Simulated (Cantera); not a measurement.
Charge: 1 mol CH₃Cl, 0.026 mol F₂, 7.2 mol H₂, at 100000 Pa.

Method: chemical equilibrium by Gibbs-energy minimisation in Cantera with the NASA 1993 tables (ideal gas, pure condensed phases). Candidate condensed phases: C, C₆H₆, C₇H₈, C₈H₁₈; 118 gas species. Equilibrium is a limit: real reactors are often held back by kinetics, nucleation or transport.

Q: At 2548 K, list the 4 most abundant gas species with their mole fractions, and the condensed phases.

A: H₂ 0.848, HCl 0.104, H 0.0285, C₂H₂ (acetylene) 0.0112. Condensed: C(graphite).
